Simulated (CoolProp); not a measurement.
Sulfur dioxide along the isotherm 525 K: density (kg/m³) from the reference equation and from simpler models built on Tc = 430.6 K, pc = 7887 kPa, ω = 0.256; each cubic takes its own stable root.

Model: reference Helmholtz-energy equation of state, Gao 2016, in CoolProp.

| p (kPa) | phase | reference |
|---|---|---|
| 111 | gas | 1.633 |
| 172 | gas | 2.534 |
| 268 | gas | 3.956 |
| 418 | gas | 6.191 |
| 651 | gas | 9.691 |
| 1010 | gas | 15.16 |
| 1580 | gas | 24.02 |
| 2460 | gas | 38.17 |
| 3820 | gas | 61.28 |
| 5950 | gas | 100.9 |
| 9270 | supercritical | 173.1 |
| 14400 | supercritical | 316.3 |
| 22500 | supercritical | 573.5 |
| 35000 | supercritical | 789.6 |

Problem. How far does each simpler model (van der Waals, Redlich-Kwong, Soave-Redlich-Kwong, Peng-Robinson) lie from the reference over these 14 states: mean and median of the absolute difference, and the worst?

Solution. 
- van der Waals: mean 3.2 %, median 0.4 %, worst -16.8 % at 525 K and 35000 kPa
- Redlich-Kwong: mean 1.5 %, median 0.5 %, worst -5.9 % at 525 K and 35000 kPa
- Soave-Redlich-Kwong: mean 2.4 %, median 0.1 %, worst -12.4 % at 525 K and 22500 kPa
- Peng-Robinson: mean 1.3 %, median 0.4 %, worst -6.3 % at 525 K and 22500 kPa
